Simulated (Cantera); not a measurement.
An adiabatic, constant-volume homogeneous reactor starts with 6.54 % CH4, 1.63 % CO, 19.3 % O2, 72.5 % N2, at 1575 K and 1.00 bar.

Cantera simulation using GRI-Mech 3.0 (53 species, 325 reactions); the numbers are that mechanism's predictions, not measurements.

x: mole fraction; the columns are a selection and need not sum to one.

```csv
t (s),T (K),P (bar),x CH4,x CO,x O2,x HO2,x C2H6,x CH3,x C2H2
7.00e-6,1575,1.000,0.0654,0.0163,0.193,8.00e-7,1.92e-10,[?],<1e-12
2.29e-5,1575,1.000,0.0653,0.0163,0.193,2.28e-6,9.17e-9,[?],<1e-12
7.52e-5,1575,1.000,0.0653,0.0163,0.193,5.03e-6,5.82e-7,[?],1.00e-10
0.000246,1577,1.00,0.0645,0.0164,0.192,1.45e-5,6.81e-5,[?],6.05e-8
0.000807,2815,1.83,<1e-12,0.0266,0.0579,1.35e-5,<1e-12,<1e-12,<1e-12
0.00265,2801,1.82,<1e-12,0.0264,0.0528,1.23e-5,<1e-12,<1e-12,<1e-12
0.00867,2800,1.82,<1e-12,0.0264,0.0524,1.22e-5,<1e-12,<1e-12,<1e-12
0.0284,2800,1.82,<1e-12,0.0264,0.0524,1.22e-5,<1e-12,<1e-12,<1e-12
0.0931,2800,1.82,<1e-12,0.0264,0.0524,1.22e-5,<1e-12,<1e-12,<1e-12
0.305,2800,1.82,<1e-12,0.0264,0.0524,1.22e-5,<1e-12,<1e-12,<1e-12
1.00,2800,1.82,<1e-12,0.0264,0.0524,1.22e-5,<1e-12,<1e-12,<1e-12
```

What belongs in the gaps?


- 7.00e-6, x CH3: 2.64e-6
- 2.29e-5, x CH3: 1.03e-5
- 7.52e-5, x CH3: 4.85e-5
- 0.000246, x CH3: 0.000328
